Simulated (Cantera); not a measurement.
## Thermodynamics of hydrogen reduction and annealing atmospheres, feed PbS + H2

Charge: 1 mol PbS, 7.5 mol H2, held at 1.33 mbar.

Cantera equilibrium calculation (NASA polynomials, part measured and part estimated; ideal gas, pure solids and liquids). Candidate condensed phases: Pb, PbS, S; 10 gas species. Kinetics and transport are ignored.

From 1548 K to 1723 K nothing is condensed. The main Pb-bearing gas is Pb throughout.

```
T (K)  log p H2  log p Pb  log p PbS  log p S2  log p H2S  log p SH
-----  --------  --------  ---------  --------  ---------  --------
1548      -2.95     -4.10      -4.13     -4.54      -4.75     -5.45
1573      -2.95     -4.08      -4.16     -4.50      -4.79     -5.40
1598      -2.95     -4.05      -4.19     -4.47      -4.82     -5.34
1623      -2.95     -4.03      -4.22     -4.44      -4.85     -5.29
1648      -2.95     -4.02      -4.26     -4.42      -4.88     -5.24
1673      -2.95     -4.00      -4.29     -4.40      -4.92     -5.20
1698      -2.95     -3.98      -4.33     -4.38      -4.95     -5.16
1723      -2.95     -3.97      -4.36     -4.36      -4.98     -5.11
```
log p: log10 of the partial pressure in bar; nothing condenses.
